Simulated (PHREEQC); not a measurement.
A PHREEQC input (ion-association model, phreeqc.dat):

```
SOLUTION 1
  temp 43
  units mg/kgw
  pH 5.88 charge
  pe 11.2
  Na 8.18
  K 3.3
  Ca 4.52
  Mg 0.393
  Cl 2.91
  S(6) 2.09 as SO4
  Alkalinity 34.6 as HCO3
  Ba 0.0507
  Pb 0.0351
END
USE solution 1
EQUILIBRIUM_PHASES 1
  Quartz 0 0.5
  CO2(g) -2 10
END
```

It stops with these messages:

```
ERROR: pH adustment cannot attain charge balance when alkalinity is fixed.
ERROR: Program terminating due to input errors.
```

The fault: pH asked from the charge balance while alkalinity is fixed. The line should read `pH 5.88` where the input has `pH 5.88 charge`. With the mend the run ends at pH 6.68 and ionic strength 0.000843 mol/kgw.
